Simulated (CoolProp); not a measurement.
The fluoroketone C6F12O (FK-5-1-12) at several states: Z from the reference equation and from simpler models built on Tc = 441.8 K, pc = 1869 kPa, ω = 0.471; each cubic takes its own stable root.

The numbers come from the reference Helmholtz-energy equation of state, McLinden 2015 in CoolProp.

| T (K) | p (kPa) | phase | reference | Redlich-Kwong | Peng-Robinson |
|---|---|---|---|---|---|
| 197.8 | 722 | liquid | 0.07372 | 0.08583 | 0.07391 |
| 456.6 | 11 | gas | 0.9982 | 0.9982 | 0.9980 |
| 246.1 | 8790 | liquid | 0.7657 | 0.8697 | 0.7480 |
| 271.2 | 29.8 | liquid | 0.002485 | 0.9788 | 0.002418 |

At some of these states Redlich-Kwong gives the other phase, because its saturation line lies elsewhere.
